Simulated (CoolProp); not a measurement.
The fluid at 293.15 K and 1.12 MPa is throttled through a valve to 0.133 MPa with no heat exchange. The same conditions are run with several fluids, on thermodynamics alone (safety and materials aside).

Model: reference Helmholtz-energy equation of state of each fluid (oxygen: Schmidt 1985; dry air: Lemmon 2000; nitrogen: Span 2000; fluorine: de Reuck 1990; C2F6 (R116): Lemmon 2006), in CoolProp. Blends and air are pseudo-pure fits.

| fluid | temperature change (K) | final density (kg/m³) |
|---|---|---|
| oxygen | -2.7 | 1.76 |
| dry air | -2.3 | 1.59 |
| nitrogen | -2.2 | 1.54 |
| fluorine | -1.9 | 2.09 |
| C2F6 (R116) | -9.8 | 7.92 |
